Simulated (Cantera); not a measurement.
## Adiabatic ignition

An adiabatic, constant-pressure homogeneous reactor starts with 7.74 % C2H4, 19.4 % O2, 72.8 % N2, 0.132 % H2O, equivalence ratio 1.2, at 1448 K and 1.01 bar.

Cantera simulation using GRI-Mech 3.0 (53 species, 325 reactions); the numbers are that mechanism's predictions, not measurements. GRI-Mech 3.0 was tuned for natural gas; its chemistry of ethylene as a main component is partial and can be far from experiment.

```json
[
 {"t (s)": "1.00e-6", "T (K)": "1448", "x C2H4": "0.0774", "x O2": "0.194", "x H2O": "0.00132", "x CO": "4.00e-10", "x NO": "<1e-12"},
 {"t (s)": "3.74e-6", "T (K)": "1448", "x C2H4": "0.0774", "x O2": "0.194", "x H2O": "0.00132", "x CO": "8.00e-9", "x NO": "<1e-12"},
 {"t (s)": "1.40e-5", "T (K)": "1448", "x C2H4": "0.0774", "x O2": "0.194", "x H2O": "0.00132", "x CO": "1.16e-6", "x NO": "<1e-12"},
 {"t (s)": "5.23e-5", "T (K)": "2556", "x C2H4": "<1e-12", "x O2": "0.0209", "x H2O": "0.0894", "x CO": "0.0964", "x NO": "9.86e-5"},
 {"t (s)": "0.000196", "T (K)": "2749", "x C2H4": "<1e-12", "x O2": "0.0162", "x H2O": "0.0984", "x CO": "0.0901", "x NO": "0.000983"},
 {"t (s)": "0.000731", "T (K)": "2841", "x C2H4": "<1e-12", "x O2": "0.0129", "x H2O": "0.104", "x CO": "0.0879", "x NO": "0.00454"},
 {"t (s)": "0.00273", "T (K)": "2835", "x C2H4": "<1e-12", "x O2": "0.0119", "x H2O": "0.104", "x CO": "0.0884", "x NO": "0.00825"},
 {"t (s)": "0.0102", "T (K)": "2835", "x C2H4": "<1e-12", "x O2": "0.0118", "x H2O": "0.104", "x CO": "0.0884", "x NO": "0.00847"},
 {"t (s)": "0.0382", "T (K)": "2835", "x C2H4": "<1e-12", "x O2": "0.0118", "x H2O": "0.104", "x CO": "0.0884", "x NO": "0.00847"},
 {"t (s)": "0.143", "T (K)": "2835", "x C2H4": "<1e-12", "x O2": "0.0118", "x H2O": "0.104", "x CO": "0.0884", "x NO": "0.00847"},
 {"t (s)": "0.535", "T (K)": "2835", "x C2H4": "<1e-12", "x O2": "0.0118", "x H2O": "0.104", "x CO": "0.0884", "x NO": "0.00847"},
 {"t (s)": "2.00", "T (K)": "2835", "x C2H4": "<1e-12", "x O2": "0.0118", "x H2O": "0.104", "x CO": "0.0884", "x NO": "0.00847"}
]
```
x: mole fraction; the columns are a selection and need not sum to one.

```yaml
time_of_steepest_temperature_rise: 41.9 µs
temperature at 2.00 s: 2835 K
equilibrium_temperature: 2835 K
x(C2H4) at 2.00 s: <1e-12 (gas-phase equilibrium <1e-12)
x(O2) at 2.00 s: 0.0118 (gas-phase equilibrium 0.0118)
x(H2O) at 2.00 s: 0.104 (gas-phase equilibrium 0.104)
```
